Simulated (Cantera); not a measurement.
Input (Python, Cantera) and output of one run.

```python
import numpy as np
import cantera as ct

gas_names = """
    O2 CrO3 H2 H2O
""".split()
cond_names = """
    Cr(cr) Cr(L) Li(cr) Li(L) Li2O(s) Li2O(L) V(cr) V(L) V2O5(s) V2O5(L) Ta(cr) Ta(L) Ta2O5(s) Ta2O5(L)
""".split()


# ... load() reads the species with a 1 bar reference pressure and builds the phases ...
species = {s.name: s for s in load("nasa_gas.yaml", gas_names) + load("nasa_condensed.yaml", cond_names)}
# Each term lists the table entries of one substance; the one whose range holds T is used.
reactions = {
    '0.6667 Cr + O2(g) = 0.6667 CrO3(g)':
        [(-0.6666666666666666, ['Cr(cr)', 'Cr(L)']), (-1, ['O2']), (0.6666666666666666, ['CrO3'])],
    '2 H2(g) + O2(g) = 2 H2O(g)':
        [(-2, ['H2']), (-1, ['O2']), (2, ['H2O'])],
    '4 Li + O2(g) = 2 Li2O':
        [(-4, ['Li(cr)', 'Li(L)']), (-1, ['O2']), (2, ['Li2O(s)', 'Li2O(L)'])],
    '0.8 V + O2(g) = 0.4 V2O5':
        [(-0.8, ['V(cr)', 'V(L)']), (-1, ['O2']), (0.4, ['V2O5(s)', 'V2O5(L)'])],
    '0.8 Ta + O2(g) = 0.4 Ta2O5':
        [(-0.8, ['Ta(cr)', 'Ta(L)']), (-1, ['O2']), (0.4, ['Ta2O5(s)', 'Ta2O5(L)'])],
}


def pick(names, T):
    return next(species[n] for n in names if species[n].thermo.min_temp <= T <= species[n].thermo.max_temp)


results = []
for label, terms in reactions.items():
    print(label)
    print("     T/K   dH/kJ  dS/(J/K)   dG/kJ   log10 K")
    for T in [1248, 1298, 1348, 1398, 1448, 1498, 1548, 1598, 1648, 1698]:
        used = [(nu, pick(names, T)) for nu, names in terms]
        dH = sum(nu * s.thermo.h(T) for nu, s in used) / 1e6
        dS = sum(nu * s.thermo.s(T) for nu, s in used) / 1e3
        dG = dH - T * dS / 1e3
        logK = -dG * 1e6 / (ct.gas_constant * T * np.log(10))
        results.append((label, T, dH, dS, dG, logK, [s.name for _, s in used]))
        print(f"{T:8g} {dH:8.1f} {dS:8.1f} {dG:8.1f} {logK:8.2f}")
```

Output:

```
0.6667 Cr + O2(g) = 0.6667 CrO3(g)
     T/K   dH/kJ  dS/(J/K)   dG/kJ   log10 K
    1248   -198.7    -48.7   -137.8     5.77
    1298   -199.0    -49.0   -135.4     5.45
    1348   -199.4    -49.3   -132.9     5.15
    1398   -199.8    -49.6   -130.5     4.87
    1448   -200.2    -49.9   -128.0     4.62
    1498   -200.7    -50.2   -125.5     4.38
    1548   -201.2    -50.5   -123.0     4.15
    1598   -201.7    -50.9   -120.4     3.94
    1648   -202.3    -51.2   -117.9     3.74
    1698   -203.0    -51.6   -115.3     3.55
2 H2(g) + O2(g) = 2 H2O(g)
     T/K   dH/kJ  dS/(J/K)   dG/kJ   log10 K
    1248   -498.4   -113.0   -357.4    14.96
    1298   -498.9   -113.4   -351.7    14.15
    1348   -499.3   -113.7   -346.0    13.41
    1398   -499.7   -114.0   -340.4    12.72
    1448   -500.1   -114.2   -334.7    12.07
    1498   -500.4   -114.5   -328.9    11.47
    1548   -500.7   -114.7   -323.2    10.91
    1598   -501.0   -114.9   -317.5    10.38
    1648   -501.3   -115.0   -311.7     9.88
    1698   -501.5   -115.2   -306.0     9.41
4 Li + O2(g) = 2 Li2O
     T/K   dH/kJ  dS/(J/K)   dG/kJ   log10 K
    1248  -1201.1   -270.2   -863.9    36.16
    1298  -1199.4   -268.8   -850.4    34.22
    1348  -1197.6   -267.5   -837.0    32.43
    1398  -1195.8   -266.2   -823.7    30.77
    1448  -1193.9   -264.8   -810.4    29.23
    1498  -1192.0   -263.5   -797.2    27.80
    1548  -1190.0   -262.3   -784.0    26.46
    1598  -1188.0   -261.0   -771.0    25.20
    1648  -1186.1   -259.8   -757.9    24.02
    1698  -1184.0   -258.6   -745.0    22.92
0.8 V + O2(g) = 0.4 V2O5
     T/K   dH/kJ  dS/(J/K)   dG/kJ   log10 K
    1248   -581.6   -131.2   -417.9    17.49
    1298   -580.9   -130.6   -411.3    16.55
    1348   -580.2   -130.1   -404.8    15.69
    1398   -579.5   -129.6   -398.3    14.88
    1448   -578.9   -129.2   -391.8    14.13
    1498   -578.3   -128.8   -385.4    13.44
    1548   -577.7   -128.4   -379.0    12.79
    1598   -577.1   -128.0   -372.5    12.18
    1648   -576.6   -127.7   -366.2    11.61
    1698   -576.1   -127.4   -359.8    11.07
0.8 Ta + O2(g) = 0.4 Ta2O5
     T/K   dH/kJ  dS/(J/K)   dG/kJ   log10 K
    1248   -805.9   -164.2   -601.0    25.15
    1298   -805.1   -163.6   -592.8    23.85
    1348   -804.3   -162.9   -584.6    22.65
    1398   -803.4   -162.3   -576.5    21.54
    1448   -802.6   -161.7   -568.4    20.50
    1498   -801.7   -161.2   -560.3    19.54
    1548   -800.9   -160.6   -552.3    18.64
    1598   -800.0   -160.1   -544.3    17.79
    1648   -799.2   -159.5   -536.3    17.00
    1698   -798.3   -159.0   -528.3    16.25
```

Standard-state values (1 bar) from the NASA 1993 polynomials, evaluated with Cantera. Condensed species are held in their standard states even where they would react or evaporate.
